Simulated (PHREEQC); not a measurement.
Synthetic water in mg/L, 56 °C, pH 6.79, pe 10.9:

| constituent | mg/L |
|---|---|
| Na | 3470 |
| K | 639 |
| Ca | 44.7 |
| Mg | 97.1 |
| Cl | 4640 |
| S(6) as SO4 | 2220 |
| Alkalinity as HCO3 | 5.91 |
| N(5) as NO3 | 253 |

Valence states are taken as typed.

All values are PHREEQC results (ion-association model, phreeqc.dat), not measurements.

Precipitation was switched off in this run.

Task: Estimate the ionic strength.

Result: ionic strength 0.193 mol/kgw.

Task: In which forms is Na present?

Result: Na+ 97 %, NaSO4- 2.7 % of the Na.

Constants without temperature data keep their 25 °C values here.
